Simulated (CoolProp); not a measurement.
Vapour-liquid equilibrium of hydrogen sulfide (1) + n-butane (2) at 32.25 °C; x and y are mole fractions of (1).

Model: multi-fluid Helmholtz-energy mixture model, Lemmon 2006 and Bücker 2006; pair parameters Kunz 2012, in CoolProp.

Task: Give the bubble pressure and the first vapour's composition at x = 0.35, 0.45, 0.85. Is there an azeotrope?

Result: x = 0.35: 1297 kPa, y = 0.797; x = 0.45: 1502 kPa, y = 0.837; x = 0.85: 2160 kPa, y = 0.946. No azeotrope shows between x = 0.05 and 0.95.

Pair parameters are fitted to limited data, so mixtures are less certain than the pure fluids.
